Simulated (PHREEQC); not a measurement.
A column of 0.1 m (40 cells, dispersivity 0.008 m, 300 s a shift, diffusion coefficient 3e-10 m²/s) holds 0.13 eq of the database's cation exchanger X per kg of pore water, first in equilibrium with 10 mmol/kgw CdCl2, 2.6 mmol/kgw ZnCl2 and 0.01 mmol/kgw HCl. It is flushed with 0.0054 mol/kgw MgCl2, 0.073 mol/kgw KBr and 1e-05 mol/kgw HCl, at 15 °C. Values are for the last cell. The system is closed to CO2. Nothing may precipitate in this run.

Equilibrium calculation in PHREEQC: ion-association model, phreeqc.dat.

| pore volumes | Br in solution (mol/kgw) | K in solution (mol/kgw) | Mg in solution (mol/kgw) | Cd in solution (mol/kgw) | Zn in solution (mol/kgw) | CdX2 on the exchanger (mol/kgw) |
|---|---|---|---|---|---|---|
| 0 | 0 | 0 | 0 | 0.0100 | 0.00260 | 0.0428 |
| 0.4125 | 0.00105 | 6.29e-12 | 0 | 0.0104 | 0.00264 | 0.0428 |
| 0.8125 | 0.0265 | 5.02e-6 | 2.76e-8 | 0.0198 | 0.00343 | 0.0428 |
| 1.212 | 0.0551 | 0.000547 | 1.63e-5 | 0.0304 | 0.00408 | 0.0420 |
| 1.613 | 0.0675 | 0.00547 | 0.000363 | 0.0316 | 0.00506 | 0.0335 |
| 1.812 | 0.0701 | 0.0116 | 0.000993 | 0.0276 | 0.00635 | 0.0237 |
| 2.212 | 0.0722 | 0.0298 | 0.00313 | 0.0141 | 0.00947 | 0.00701 |
| 2.612 | 0.0728 | 0.0458 | 0.00456 | 0.00520 | 0.00915 | 0.00190 |
| 3.013 | 0.0729 | 0.0559 | 0.00507 | 0.00181 | 0.00705 | 0.000598 |
| 3.413 | 0.0730 | 0.0620 | 0.00522 | 0.000635 | 0.00504 | 0.000204 |
| 3.812 | 0.0730 | 0.0658 | 0.00527 | 0.000225 | 0.00352 | 7.21e-5 |
| 4.213 | 0.0730 | 0.0682 | 0.00529 | 8.09e-5 | 0.00243 | 2.60e-5 |
| 4.412 | 0.0730 | 0.0691 | 0.00530 | 4.86e-5 | 0.00202 | 1.57e-5 |
| 4.812 | 0.0730 | 0.0704 | 0.00532 | 1.76e-5 | 0.00139 | 5.71e-6 |
| 5.213 | 0.0730 | 0.0712 | 0.00534 | 6.40e-6 | 0.000947 | 2.09e-6 |
| 5.612 | 0.0730 | 0.0718 | 0.00535 | 2.33e-6 | 0.000645 | 7.63e-7 |
| 6.013 | 0.0730 | 0.0722 | 0.00536 | 8.52e-7 | 0.000438 | 2.79e-7 |
